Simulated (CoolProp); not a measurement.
Vapour-liquid equilibrium of p-xylene (1) + n-nonane (2) at 0.00225 MPa; x and y are mole fractions of (1).

Values from CoolProp's multi-fluid Helmholtz-energy mixture model, Zhou 2012 and Lemmon 2006; pair parameters Bell 2016.

```csv
x,"bubble temperature, mixture model (K)","bubble temperature, Raoult's law (K)","y, mixture model","y, Raoult's law"
0.05,(withheld),321.0,(withheld),0.087
0.2,318.3,318.8,(withheld),0.314
0.35,(withheld),316.9,(withheld),0.499
0.5,314.6,315.1,0.646,0.651
0.65,313.1,313.4,(withheld),0.777
0.8,311.7,311.9,(withheld),0.883
0.95,310.4,310.4,0.971,0.973
```

Q: What belongs in the gaps?

A: 
- 0.05, bubble temperature, mixture model (K): 320.8
- 0.05, y, mixture model: 0.096
- 0.2, y, mixture model: 0.327
- 0.35, bubble temperature, mixture model (K): 316.4
- 0.35, y, mixture model: 0.503
- 0.65, y, mixture model: 0.769
- 0.8, y, mixture model: 0.877

The largest gap from Raoult's law is -0.5 K in bubble temperature, at x = 0.35. No azeotrope shows between x = 0.05 and 0.95.

The pair parameters rest on a limited set of measurements; away from them the model extrapolates.
